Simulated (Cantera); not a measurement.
Charge: 1 mol Al(CH3)3, 30 mol N2, 14 mol H2, held at 14000 Pa.

These are equilibrium values from Cantera (NASA tables, ideal gas, pure condensed phases), not measurements of a reactor. Candidate condensed phases: Al, AlN, C, C6H6, C7H8, C8H18; 97 gas species. The feed counts by its element totals alone. Rates play no part.

**Question.** At 2198 K, list the 6 most abundant gas species with their mole fractions, and the condensed phases.

**Answer.** N2 0.598, H2 0.361, Al 0.0153, HCN 0.0139, H 0.00895, HNC 0.00110. Condensed: AlN(s) + C(graphite).
